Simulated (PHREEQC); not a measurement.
3.1 g of hydrous ferric oxide (600 m²/g; 0.2 weak and 0.005 strong sites per Fe, Dzombak-Morel constants, diffuse double layer) in 1 kg of water with 0.05 mol/kgw of an inert sodium salt and 0.0055 mol/kgw Na2SeO4, at 25 °C; the pH is set by adding NaOH or the inert anion's acid. Oxygen alone is held at its pressure in air (log pO2 = -0.68). The system is closed to CO2. Nothing may precipitate in this run.

Base run: PHREEQC, ion-association model, wateq4f.dat. Each further column changes one thing. The table gives Se sorbed (%).

```tsv
pH	base	background salt from 0.05 to 0.005 mol/kgw	oxide from 3.1 to 16 g/kgw
4	54.4	59.0	99.9
4.5	53.1	?	99.9
5	49.9	54.2	99.7
5.5	44.0	47.9	99.0
6	35.4	38.9	95.8
6.5	25.2	28.3	84.0
7	15.2	17.6	59.3
7.5	6.8	8.3	?
8	1.8	2.4	?
8.5	0.3	0.4	1.6
9	0.0	0.0	0.2
9.5	0.0	0.0	0.0
10	0.0	0.0	0.0
```

Task: Complete the blanks.

Result: 
- 4.5, background salt from 0.05 to 0.005 mol/kgw: 57.6
- 7.5, oxide from 3.1 to 16 g/kgw: 29.9
- 8, oxide from 3.1 to 16 g/kgw: 9.0
